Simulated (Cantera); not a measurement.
A freely propagating, adiabatic, planar premixed flame of C3H8 : O2 : N2 = 1 : 5.15 : 19.4 (molar parts), unburnt at 575 K and 0.410 bar; unity-Lewis-number transport, grid criteria slope 0.08 and curve 0.16, no radiation.

Detailed kinetics in Cantera: GRI-Mech 3.0 (53 species, 325 reactions). GRI-Mech 3.0 was tuned for natural gas; its chemistry of propane as a main component is partial and can be far from experiment. Unity Lewis numbers drop preferential diffusion, which matters most where H2 and H carry the flame. Burning velocities carry a grid error of a few per cent, more on coarse grids.

Predict: laminar burning velocity; thermal thickness; peak x(CH2CO); peak x(C2H4); peak x(CH2).


| Property | Result |
|---|---|
| laminar burning velocity | 112 cm/s |
| thermal thickness | 0.733 mm |
| peak x(CH2CO) | 0.000886 |
| peak x(C2H4) | 0.00679 |
| peak x(CH2) | 5.55e-5 |
